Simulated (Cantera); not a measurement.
Input: 1 mol SiH₄, 1.8 mol NH₃, 47 mol H₂, equilibrated at 1652 °C and 0.0133 bar.

Equilibrium computed with Cantera from the NASA thermochemical tables; the gas is ideal and each condensed phase is pure. Candidate condensed phases: Si, Si₃N₄; 18 gas species. Gases not in the tables: Si₂H₆ and higher silanes. The numbers say what is thermodynamically allowed, not how fast it happens.

Base state: H₂ 0.973, N₂ 0.0170, H 0.00817, Si 0.00131, SiH 0.000121, SiH₂ 6.63e-5, Si₂ 1.12e-5 (mole fractions); condensed: Si(l).

What changes in the equilibrium state with this change: pressure from 0.0133 bar to 0.100 bar?


```csv
species,before,after
H₂,0.973,0.980
N₂,0.0170,0.0171
H,0.00817,0.00299
Si,0.00131,0.000174
Si₂,1.12e-5,1.49e-6
SiH,0.000121,4.43e-5
SiH₂,6.63e-5,6.68e-5
"Si(l), mol",0.918,0.984
```

What changes in the equilibrium state with this change: temperature from 1652 °C to 577 °C?


```json
[
 {"species": "H₂", "before": "0.973", "after": "0.996"},
 {"species": "N₂", "before": "0.0170", "after": "0.00449"},
 {"species": "H", "before": "0.00817", "after": "<1e-9"},
 {"species": "Si", "before": "0.00131", "after": "<1e-9"},
 {"species": "SiH", "before": "0.000121", "after": "<1e-9"},
 {"species": "SiH₂", "before": "6.63e-5", "after": "<1e-9"},
 {"species": "Si₂", "before": "1.12e-5", "after": "<1e-9"},
 {"species": "Si(l), mol", "before": "0.918", "after": "0"},
 {"species": "Si₃N₄(s), mol", "before": "0", "after": "0.333"}
]
```

What changes in the equilibrium state with this change: 0.095 mol CO₂ added?


```json
[
 {"species": "H₂", "before": "0.973", "after": "0.970"},
 {"species": "N₂", "before": "0.0170", "after": "0.0169"},
 {"species": "H", "before": "0.00817", "after": "0.00815"},
 {"species": "SiO", "before": "0", "after": "0.00294"},
 {"species": "CO", "before": "0", "after": "0.000639"},
 {"species": "HCN", "before": "0", "after": "5.71e-5"},
 {"species": "Si₂C", "before": "0", "after": "2.57e-5"},
 {"species": "SiH₂", "before": "6.63e-5", "after": "6.61e-5"},
 {"species": "SiH", "before": "0.000121", "after": "0.000121"},
 {"species": "Si", "before": "0.00131", "after": "0.00131"},
 {"species": "Si(l), mol", "before": "0.918", "after": "0.703"},
 {"species": "SiC(s), mol", "before": "0", "after": "0.0564"}
]
```
Mutual solubility and eutectic melting of coexisting phases are not modelled. Further candidate phases: C, C₆H₆, C₇H₈, C₈H₁₈, H₂O, SiC, SiO₂, Si₂N₂O.
